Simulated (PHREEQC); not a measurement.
Make-up at 25 °C: 0.72 mol Na2CO3, 0.063 mol K2SO4 and 0.34 mol NaCl per kg of water. Closed to the air; pH follows from the charge balance.

The numbers come from PHREEQC with the Pitzer model, pitzer.dat.

| quantity | before | after |
|---|---|---|
| pH | 11.61 | 7.11 |
| ionic strength (mol/kgw) | 2.68 | 0.529 |
| SI of Mirabilite (Na2SO4:10H2O) | -1.59 | -2.20 |
| SI of Halite (NaCl) | -2.35 | -2.88 |

**Question.** Name the change that produced these shifts.
A. diluted 100-fold with water
B. Na2CO3 left out
C. diluted 10-fold with water
D. K2SO4 from 0.063 to 0.0315 mol/kgw

**Answer.** B, Na2CO3 left out

Precipitation was switched off in this run. In brines, pH and single-ion activities rest on the MacInnes convention.
